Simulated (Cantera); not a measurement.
A perfectly stirred reactor is fed with H₂ : O₂ : N₂ = 1 : 1.25 : 4.7 (molar parts), equivalence ratio 0.40, at 1.00 bar; it is adiabatic with a 325 K inlet, and is followed from long to short residence time, starting on the burning branch (τ in s: 0.023, 0.011, 0.0054, 0.0026, 0.0013, 0.00062, 0.0003, 0.00015, 7.2e-05, 3.5e-05, 1.7e-05).

Cantera simulation using GRI-Mech 3.0 (53 species, 325 reactions); the numbers are that mechanism's predictions, not measurements.

Task: What does this change do: pressure from 1.00 bar to 11.0 bar?

Result: 
| quantity | before | after |
|---|---|---|
| blow-out, bracketed by the residence times tried | burning at 0.150 ms, out at 72.0 µs | burning at 1.30 ms, out at 0.620 ms |
| x(H₂) at τ = 23.0 ms | 0.000383 | 0.000368 |
| x(O₂) at τ = 23.0 ms | 0.116 | 0.116 |
| x(NO) at τ = 23.0 ms | 1.38e-6 | 2.12e-7 |
| x(H) at τ = 23.0 ms | 4.03e-5 | 5.19e-7 |
| x(O) at τ = 23.0 ms | 0.000218 | 3.10e-6 |
| x(H₂) at τ = 0.620 ms | 0.00422 | 0.144 |
| x(O₂) at τ = 0.620 ms | 0.116 | 0.180 |
| x(NO) at τ = 0.620 ms | 1.98e-6 | <1e-12 |
| x(H) at τ = 0.620 ms | 0.00130 | <1e-12 |
| x(O) at τ = 0.620 ms | 0.00203 | <1e-12 |
The hydrogen kinetics of GRI-Mech 3.0 are dated; newer H2 mechanisms differ, most at raised pressure.

Task: What does this change do: H2 1 to 0.69 parts?

Result: 
```csv
quantity,before,after
"blow-out, bracketed by the residence times tried","burning at 0.150 ms, out at 72.0 µs","burning at 5.40 ms, out at 2.60 ms"
x(H₂) at τ = 23.0 ms,0.000383,0.00194
x(O₂) at τ = 23.0 ms,0.116,0.144
x(NO) at τ = 23.0 ms,1.38e-6,3.93e-8
x(H) at τ = 23.0 ms,4.03e-5,1.53e-5
x(O) at τ = 23.0 ms,0.000218,7.41e-5
x(H₂) at τ = 0.620 ms,0.00422,0.104
x(O₂) at τ = 0.620 ms,0.116,0.188
x(NO) at τ = 0.620 ms,1.98e-6,<1e-12
x(H) at τ = 0.620 ms,0.00130,<1e-12
x(O) at τ = 0.620 ms,0.00203,<1e-12
```

Task: What does this change do: H2 1 to 0.73 parts?

Result: 
| quantity | before | after |
|---|---|---|
| blow-out, bracketed by the residence times tried | burning at 0.150 ms, out at 72.0 µs | burning at 1.30 ms, out at 0.620 ms |
| x(H₂) at τ = 23.0 ms | 0.000383 | 0.00120 |
| x(O₂) at τ = 23.0 ms | 0.116 | 0.141 |
| x(NO) at τ = 23.0 ms | 1.38e-6 | 8.16e-8 |
| x(H) at τ = 23.0 ms | 4.03e-5 | 1.79e-5 |
| x(O) at τ = 23.0 ms | 0.000218 | 9.56e-5 |
| x(H₂) at τ = 0.620 ms | 0.00422 | 0.109 |
| x(O₂) at τ = 0.620 ms | 0.116 | 0.187 |
| x(NO) at τ = 0.620 ms | 1.98e-6 | <1e-12 |
| x(H) at τ = 0.620 ms | 0.00130 | <1e-12 |
| x(O) at τ = 0.620 ms | 0.00203 | <1e-12 |
